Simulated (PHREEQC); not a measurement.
Brine: an equilibrium model

Consider water at 25 °C with 0.63 mol/kgw LiCl, 0.49 mol/kgw CaCl2 and 0.071 mol/kgw MgCl2. Closed to the air; pH follows from the charge balance.

All values are PHREEQC results (Pitzer model, pitzer.dat), not measurements.

This is a speciation only: nothing precipitates in the calculation.

Task: Predict the activity of water.

Result: activity of water 0.946.

Complexes and solids missing from the database can't appear.
